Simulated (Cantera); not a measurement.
A closed system holds: 1 mol Fe₂O₃, 0.016 mol HCl, 0.019 mol O₂, held at 1323.15 K and 101000 Pa.

Cantera equilibrium calculation (NASA polynomials, part measured and part estimated; ideal gas, pure solids and liquids). Candidate condensed phases: Fe, FeCl₂, FeCl₃, FeO, Fe(OH)₂, Fe(OH)₃, Fe₂O₃, Fe₃O₄, H₂O; 22 gas species. Kinetics and transport are ignored.

Base state: O₂ 0.529, HCl 0.324, H₂O 0.0740, Cl₂ 0.0615, FeCl₃ 0.00567, Cl 0.00374, FeCl₂ 0.00207, ClO 8.68e-5 (mole fractions); condensed: Fe₂O₃(s).

What changes in the equilibrium state with this change: temperature from 1323.15 K to 1400 K?


```
species         before    after
-------------  -------  -------
O₂               0.529    0.532
HCl              0.324    0.328
H₂O             0.0740   0.0704
Cl₂             0.0615   0.0493
FeCl₂          0.00207  0.00570
FeCl₃          0.00567  0.00809
OH             1.48e-5  3.25e-5
Cl             0.00374  0.00627
Fe₂O₃(s), mol    1.000    1.000
```
